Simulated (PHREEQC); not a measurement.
A solution holds 0.0052 mol/kgw NiSO4 and 0.036 mol/kgw H2SO4, at 25 °C. Closed to the air; pH follows from the charge balance.

All values are PHREEQC results (ion-association model, wateq4f.dat), not measurements.

No solid was allowed to form.

Predict the pH.

pH 1.42.

In which forms is S present?

HSO4- 64 %, SO4-2 33 %, NiSO4 3.9 % of the S.

Complexes and solids missing from the database can't appear.
